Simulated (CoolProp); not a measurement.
Model: reference Helmholtz-energy equation of state, Lemmon 2006, in CoolProp. It is a short technical equation, of lower accuracy than the large ones.

### Question
For carbon monoxide, give the phase and the speed of sound (m/s), Joule-Thomson coefficient (K/MPa) at 335.9 K and 18.7 bar.

### Answer
- 335.9 K and 18.7 bar: gas; speed of sound 377, Joule-Thomson coefficient 1.82
